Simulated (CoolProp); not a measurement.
R11 along the isobar 3440 kPa: density (kg/m³) from the reference equation and from simpler models built on Tc = 471.1 K, pc = 4408 kPa, ω = 0.189; each cubic takes its own stable root.

The numbers come from the reference Helmholtz-energy equation of state, Jacobsen 1992 in CoolProp.

| T (K) | phase | reference |
|---|---|---|
| 214 | liquid | 1667 |
| 231 | liquid | 1632 |
| 248 | liquid | 1596 |
| 265 | liquid | 1559 |
| 281.9 | liquid | 1522 |
| 298.9 | liquid | 1483 |
| 315.9 | liquid | 1443 |
| 332.9 | liquid | 1402 |
| 349.8 | liquid | 1358 |
| 366.8 | liquid | 1310 |
| 383.8 | liquid | 1259 |
| 400.8 | liquid | 1202 |

**Question.** How far does each simpler model (van der Waals, Soave-Redlich-Kwong, Peng-Robinson) lie from the reference over these 12 states: mean and median of the absolute difference, and the worst?

**Answer.** 
- van der Waals: mean 36.2 %, median 36.0 %, worst -37.1 % at 214 K and 3440 kPa
- Soave-Redlich-Kwong: mean 6.0 %, median 5.7 %, worst -8.3 % at 400.8 K and 3440 kPa
- Peng-Robinson: mean 6.1 %, median 6.4 %, worst +7.0 % at 298.9 K and 3440 kPa
